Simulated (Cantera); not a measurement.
A closed system holds: 1 mol C, 1.1 mol O2, 66 mol H2, at 675 K and 0.133 bar.

Method: chemical equilibrium by Gibbs-energy minimisation in Cantera with the NASA 1993 tables (ideal gas, pure condensed phases). Candidate condensed phases: C, C6H6, C7H8, C8H18, H2O; 110 gas species. Rates play no part.

Base state: H2 0.951, H2O 0.0338, CH4 0.0154 (mole fractions); condensed: gas only.

Problem. What changes in the equilibrium state with this change: temperature from 675 K to 1350 K?

Solution. 
| species | before | after |
|---|---|---|
| H2 | 0.951 | 0.967 |
| H2O | 0.0338 | 0.0178 |
| CO | 2.31e-6 | 0.0148 |
| CH4 | 0.0154 | 4.42e-7 |
| CO2 | 9.85e-7 | 0.000138 |
